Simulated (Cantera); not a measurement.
An isothermal, constant-pressure homogeneous reactor starts with 71.4 % N2O, 28.6 % O2, at 1250 K and 1430 Torr.

Model: GRI-Mech 3.0 (53 species, 325 reactions), integrated in Cantera. GRI-Mech 3.0 was tuned for natural gas; its chemistry of N2O as a main component is partial and can be far from experiment. The mechanism lacks the step 2 NO + O2 → 2 NO2, which can matter for NO2 below about 1400 K. The temperature is held fixed by assumption; the heat of reaction is taken as removed at once.

Question: Predict: x(N2O) at 40.0 s; x(O2) at 40.0 s; x(N2) at 40.0 s; x(NO) at 40.0 s; x(NO2) at 40.0 s; x(O) at 40.0 s.

Answer: 
```
Item                                               Result
----------------  ---------------------------------------
x(N2O) at 40.0 s  5.10e-7 (gas-phase equilibrium 2.67e-8)
x(O2) at 40.0 s       0.452 (gas-phase equilibrium 0.474)
x(N2) at 40.0 s       0.505 (gas-phase equilibrium 0.526)
x(NO) at 40.0 s   0.0419 (gas-phase equilibrium 0.000348)
x(NO2) at 40.0 s  0.00113 (gas-phase equilibrium 9.64e-6)
x(O) at 40.0 s    3.40e-8 (gas-phase equilibrium 3.48e-8)
```
